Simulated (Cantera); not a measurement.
Input: 1 mol Si3N4, 0.81 mol N2O, 550 mol N2, at 1873.15 K and 0.00860 bar.

Method: chemical equilibrium by Gibbs-energy minimisation in Cantera with the NASA 1993 tables (ideal gas, pure condensed phases). The tables' values for SiN are old estimates; treat these amounts as uncertain. Equilibrium is a limit: real reactors are often held back by kinetics, nucleation or transport.

| species | before | after |
|---|---|---|
| N2 | 0.997 | 0.996 |
| Si | 0.00103 | 0.00271 |
| SiO | 0.00146 | 0.00146 |
| Si2N | 5.09e-5 | 0.000102 |
| Si2 | 7.67e-6 | 2.47e-5 |
| SiN | 3.42e-5 | 7.40e-5 |
| Si(l), mol | 1.53 | 0.497 |
Gas species are given as mole fractions.

Question: Name the change that produced these shifts.
A. temperature from 1873.15 K to 1948.15 K
B. temperature from 1873.15 K to 1498.15 K
C. temperature from 1873.15 K to 2025 K
D. pressure from 0.00860 bar to 2.20e-6 bar

Answer: A, temperature from 1873.15 K to 1948.15 K
